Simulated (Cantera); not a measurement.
A Cantera script and its output.

```python
import numpy as np
import cantera as ct

gas = ct.Solution("gri30.yaml")
gas.TPX = 2450, 1300, {'CH4': 0.0057, 'H2': 1, 'CO2': 0.021}
inlet = ct.Reservoir(gas, clone=True)

reactor = ct.IdealGasConstPressureReactor(gas, energy="off", clone=False)
exhaust = ct.Reservoir(gas, clone=True)
tau = [14, 4.1, 1.3, 0.38, 0.12, 0.035, 0.011, 0.0032][0]
for a, b in ((inlet, reactor), (reactor, exhaust)):
    ct.MassFlowController(a, b, mdot=lambda t: reactor.mass / tau)
net = ct.ReactorNet([reactor])
show = ['CH4', 'H2', 'CO2', 'HCO', 'HO2', 'CH2O']

rows = []
print(f"{'tau/s':>10s}{'T/K':>9s}" + "".join(f"{s:>11s}" for s in show))
for tau in [14, 4.1, 1.3, 0.38, 0.12, 0.035, 0.011, 0.0032]:
    net.initial_time = 0.0
    net.advance(30 * tau)
    before = gas.X
    net.advance(40 * tau)
    drift = np.max(np.abs(gas.X - before) / (gas.X + 1e-9))
    rows.append([gas.T, *gas[show].X, drift])
    print(f"{tau:10.3e}{gas.T:9.1f}" + "".join(f"{x:11.3e}" for x in gas[show].X))
```

It prints:

```
     tau/s      T/K        CH4         H2        CO2        HCO        HO2       CH2O
 1.400e+01   2450.0  3.528e-08  8.090e-01  6.303e-05  7.816e-09  7.978e-11  2.714e-10
 4.100e+00   2450.0  1.701e-07  8.209e-01  6.366e-05  8.743e-09  7.255e-11  8.072e-10
 1.300e+00   2450.0  1.403e-06  8.506e-01  6.601e-05  1.242e-08  5.513e-11  3.719e-09
 3.800e-01   2450.0  3.407e-05  8.989e-01  8.044e-05  3.011e-08  2.874e-11  2.846e-08
 1.200e-01   2450.0  2.459e-04  9.199e-01  1.468e-04  6.065e-08  1.990e-11  9.939e-08
 3.500e-02   2450.0  8.405e-04  9.297e-01  4.522e-04  9.564e-08  1.761e-11  2.213e-07
 1.100e-02   2450.0  2.050e-03  9.372e-01  1.680e-03  1.142e-07  1.469e-11  3.475e-07
 3.200e-03   2450.0  3.984e-03  9.497e-01  7.036e-03  7.736e-08  1.285e-11  3.464e-07
```

Model: GRI-Mech 3.0 (53 species, 325 reactions), integrated in Cantera. Radical loss at walls, strong at low pressure, is not modelled.
